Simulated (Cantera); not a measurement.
An adiabatic, constant-pressure homogeneous reactor starts with CH₄ : O₂ : N₂ = 1 : 2.6 : 9.77 (molar parts), at 1425 K and 101000 Pa.

Model: GRI-Mech 3.0 (53 species, 325 reactions), integrated in Cantera.

### Question
Predict: time of steepest temperature rise; temperature at 1.00 s; equilibrium temperature; x(O₂) at 1.00 s; x(H₂O) at 1.00 s; x(H) at 1.00 s.

### Answer
| Quantity | Result |
|---|---|
| time of steepest temperature rise | 2.30 ms |
| temperature at 1.00 s | 2610 K |
| equilibrium temperature | 2610 K |
| x(O₂) at 1.00 s | 0.0440 (gas-phase equilibrium 0.0440) |
| x(H₂O) at 1.00 s | 0.131 (gas-phase equilibrium 0.131) |
| x(H) at 1.00 s | 0.00316 (gas-phase equilibrium 0.00316) |
